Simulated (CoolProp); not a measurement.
A simple Rankine cycle with R141b: condensing at 302.15 K, boiler at 3.08 MPa, turbine inlet 499 K, turbine efficiency 0.85, pump efficiency 0.6, no recuperator. Each further row changes one setting.

Values from CoolProp's reference Helmholtz-energy equation of state, Lemmon 2006. It is a short technical equation, of lower accuracy than the large ones.

```json
[
 {"case": "as stated", "thermal efficiency (%)": "21.3", "net work (kJ/kg)": "77.8", "heat in (kJ/kg)": "366", "turbine exit temperature (K)": "[?]", "volume ratio over the turbine": "33.9"},
 {"case": "condensing temperature 294.15 K", "thermal efficiency (%)": "22.4", "net work (kJ/kg)": "84.1", "heat in (kJ/kg)": "[?]", "turbine exit temperature (K)": "[?]", "volume ratio over the turbine": "44.9"},
 {"case": "boiler pressure 2.16 MPa", "thermal efficiency (%)": "[?]", "net work (kJ/kg)": "[?]", "heat in (kJ/kg)": "[?]", "turbine exit temperature (K)": "396.3", "volume ratio over the turbine": "[?]"},
 {"case": "turbine efficiency 0.75", "thermal efficiency (%)": "18.6", "net work (kJ/kg)": "68.2", "heat in (kJ/kg)": "366", "turbine exit temperature (K)": "389.9", "volume ratio over the turbine": "35.0"}
]
```

**Question.** Fill in the missing entries.

**Answer.** 
- as stated, turbine exit temperature (K): 378.9
- condensing temperature 294.15 K, heat in (kJ/kg): 375
- condensing temperature 294.15 K, turbine exit temperature (K): 371.2
- boiler pressure 2.16 MPa, thermal efficiency (%): 19.9
- boiler pressure 2.16 MPa, net work (kJ/kg): 75.2
- boiler pressure 2.16 MPa, heat in (kJ/kg): 379
- boiler pressure 2.16 MPa, volume ratio over the turbine: 22.3
